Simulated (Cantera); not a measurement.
Feed: 1 mol Si₃N₄, 1.7 mol HCl, a varied amount of N₂, equilibrated at 1648.15 K and 0.140 bar.

Equilibrium computed with Cantera from the NASA thermochemical tables; the gas is ideal and each condensed phase is pure. Candidate condensed phases: NH₄Cl, Si, Si₃N₄; 28 gas species. The tables' values for SiCl₃ are old estimates; treat these amounts as uncertain. Equilibrium is a limit: real reactors are often held back by kinetics, nucleation or transport.

x: gas mole fraction; n: condensed amount in mol.

```
n(N₂) (mol)   x N₂       x HCl        x H₂     x SiCl₂   x SiCl₃     x SiCl₄  n Si₃N₄(s)
-----------  -----  ----------  ----------  ----------  --------  ----------  ----------
1.8          0.556       0.230       0.116      0.0677    0.0179      0.0105       0.881
2.5          0.626       0.198      0.0952      0.0569    0.0144     0.00801       0.884
3.5          0.695       0.166      0.0754      0.0467    0.0111     0.00578       0.885
4.8          0.754       0.136      0.0592      0.0381   0.00839     0.00406       0.887
6.7          0.808       0.108      0.0449      0.0303   0.00607     0.00268       0.888
9.2          0.851      0.0852      0.0340      0.0239   0.00434     0.00173       0.889
13           0.888  (withheld)  (withheld)  (withheld)   0.00293  (withheld)       0.889
18           0.916  (withheld)  (withheld)  (withheld)   0.00199  (withheld)       0.890
24           0.935      0.0379      0.0138      0.0109   0.00139    0.000387       0.890
34           0.953      0.0276     0.00985     0.00807  0.000882    0.000213       0.890
47           0.966      0.0204     0.00715     0.00603  0.000573    0.000120       0.890
```

Task: Complete the blanks.

Result: 
- 18, x HCl: 0.0489
- 18, x H₂: 0.0183
- 18, x SiCl₂: 0.0140
- 18, x SiCl₄: 0.000622
- 13, x HCl: 0.0645
- 13, x H₂: 0.0248
- 13, x SiCl₂: 0.0183
- 13, x SiCl₄: 0.00104
